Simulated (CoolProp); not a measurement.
The numbers come from the reference Helmholtz-energy equation of state, Thol 2015 in CoolProp.

Q: Give the vapour pressure (MPa), liquid density (kg/m³), enthalpy of vaporisation (kJ/kg), vapour Z of saturated octamethylcyclotetrasiloxane (D4) at 214.65 °C.

A: 
```json
[
 {"T (°C)": "214.65", "p (MPa)": "0.247", "liquid density (kg/m³)": "707", "enthalpy of vaporisation (kJ/kg)": "114", "vapour Z": "0.852"}
]
```
